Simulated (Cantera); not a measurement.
A closed system holds: 1 mol NH3, 2.4 mol O2, held at 3300 K and 1.00 bar.

Equilibrium computed with Cantera from the NASA thermochemical tables; the gas is ideal and each condensed phase is pure. Candidate condensed phases: H2O; 24 gas species. The numbers say what is thermodynamically allowed, not how fast it happens.

Base state: O2 0.281, H2O 0.188, O 0.153, OH 0.141, N2 0.0979, H 0.0729, H2 0.0398, NO 0.0271 (mole fractions); condensed: gas only.

**Question.** What changes in the equilibrium state with this change: NH3 replaced by SO2?

**Answer.** 
| species | before | after |
|---|---|---|
| O2 | 0.281 | 0.534 |
| O | 0.153 | 0.211 |
| SO2 | 0 | 0.201 |
| H2O | 0.188 | 0 |
| OH | 0.141 | 0 |
| N2 | 0.0979 | 0 |
| H | 0.0729 | 0 |
| SO | 0 | 0.0515 |
| H2 | 0.0398 | 0 |
| NO | 0.0271 | 0 |
| S | 0 | 0.00254 |
| HO2 | 0.000119 | 0 |
| SO3 | 0 | 9.43e-5 |
| N | 2.53e-5 | 0 |
| S2 | 0 | 2.04e-5 |
Further candidate phases: S.

**Question.** What changes in the equilibrium state with this change: temperature from 3300 K to 2048.15 K?

**Answer.** 
```csv
species,before,after
O2,0.281,0.447
H2O,0.188,0.407
N2,0.0979,0.134
O,0.153,0.000642
H,0.0729,3.55e-5
H2,0.0398,0.000250
OH,0.141,0.00627
NO,0.0271,0.00524
N,2.53e-5,<1e-9
HO2,0.000119,1.22e-5
NO2,1.51e-5,1.23e-5
```
